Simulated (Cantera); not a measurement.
Mixture: 5.73 % CH₄, 19.8 % O₂, 74.5 % N₂, at 10.0 bar, adiabatic and at constant pressure. Ignition delay is the time to a rise of 400 K.

Cantera simulation using GRI-Mech 3.0 (53 species, 325 reactions); the numbers are that mechanism's predictions, not measurements.

Predict: delay at 1148 K; delay at 1248 K; delay at 1348 K; delay at 1448 K; delay at 1548 K; delay at 1648 K; delay at 1748 K; apparent activation energy between 1548 and 1748 K.


- delay at 1148 K: 7.34 ms
- delay at 1248 K: 2.10 ms
- delay at 1348 K: 0.686 ms
- delay at 1448 K: 0.250 ms
- delay at 1548 K: 0.100 ms
- delay at 1648 K: 44.2 µs
- delay at 1748 K: 21.3 µs
- apparent activation energy between 1548 and 1748 K: 170 kJ/mol
